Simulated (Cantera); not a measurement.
Input: 1 mol Hg, 7.3 mol H2, held at 83.0 mbar.

Method: chemical equilibrium by Gibbs-energy minimisation in Cantera with the NASA 1993 tables (ideal gas, pure condensed phases). Candidate condensed phases: Hg; 3 gas species. Equilibrium is a limit: real reactors are often held back by kinetics, nucleation or transport. All values below are at 1425 K.

Base state: H2 0.879, Hg 0.120, H 2.22e-5 (mole fractions); condensed: gas only.

### Question
What changes in the equilibrium state with this change: Hg replaced by HgO?

### Answer
```
species   before    after
-------  -------  -------
H2         0.879    0.759
H2O            0    0.120
Hg         0.120    0.120
H        2.22e-5  2.06e-5
```
Further candidate phases: H2O, HgO.
